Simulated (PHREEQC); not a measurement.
Consider water at 25 °C with 0.11 mol/kgw CdSO4, 0.03 mol/kgw NaOH and 0.27 mol/kgw H2SO4. Closed to the air; pH follows from the charge balance.

All values are PHREEQC results (ion-association model, wateq4f.dat), not measurements.

Each row changes one thing in this solution. No solid was allowed to form.

```csv
case,pH,ionic strength (mol/kgw),HSO4- (mol/kgw),Cd+2 (mol/kgw),SO4-2 (mol/kgw),CdSO4 (mol/kgw),SI of Mirabilite (Na2SO4:10H2O),SI of Cd(OH)2 (Cd(OH)2)
as made,0.72,0.505,0.262,0.0554,0.0463,0.0389,-4.35,-14.01
diluted 10-fold with water,1.57,0.0678,0.0188,0.00617,0.0136,0.00419,-6.39,-13.11
NaOH from 0.03 to 0.003 mol/kgw,0.69,0.501,0.269,0.0572,0.0438,0.0382,-6.37,-14.07
NaOH replaced by Na2SO4 at the same molality,0.71,0.540,0.284,0.0537,0.0498,0.0397,-3.73,-14.04
diluted 5-fold with water,1.32,0.122,0.0434,0.0118,0.0204,0.00829,-5.75,-13.39
```
